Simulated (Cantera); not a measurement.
A closed system holds: 1 mol SiH4, 3.6 mol N2, 73 mol H2, equilibrated at 2025 K and 1500 Pa.

Equilibrium computed with Cantera from the NASA thermochemical tables; the gas is ideal and each condensed phase is pure. Candidate condensed phases: Si, Si3N4; 18 gas species. The tables' values for SiN are old estimates; treat these amounts as uncertain. Gases not in the tables: Si2H6 and higher silanes. Rates play no part.

Base state: H2 0.935, N2 0.0452, H 0.0152, Si 0.00388, SiH 0.000294, SiH2 0.000114, Si2 4.27e-5, Si2N 3.18e-5 (mole fractions); condensed: Si(l).

**Question.** What changes in the equilibrium state with this change: temperature from 2025 K to 1723.15 K?

**Answer.** 
```tsv
species	before	after
H2	0.935	0.953
N2	0.0452	0.0458
H	0.0152	0.00146
Si	0.00388	6.57e-5
Si2	4.27e-5	3.11e-7
SiH	0.000294	1.13e-5
SiN	2.48e-5	9.67e-7
Si2N	3.18e-5	1.70e-6
SiH2	0.000114	1.62e-5
Si(l), mol	0.643	0.992
```

**Question.** What changes in the equilibrium state with this change: temperature from 2025 K to 873.15 K?

**Answer.** 
| species | before | after |
|---|---|---|
| H2 | 0.935 | 0.962 |
| N2 | 0.0452 | 0.0376 |
| H | 0.0152 | <1e-9 |
| Si | 0.00388 | <1e-9 |
| SiH | 0.000294 | <1e-9 |
| SiH2 | 0.000114 | <1e-9 |
| Si2 | 4.27e-5 | <1e-9 |
| Si2N | 3.18e-5 | <1e-9 |
| Si(l), mol | 0.643 | 0 |
| Si3N4(s), mol | 0 | 0.333 |
N2 is the only nitrogen source here; it is nearly inert below about 1500 K, so the nitride shown seldom forms there in practice.
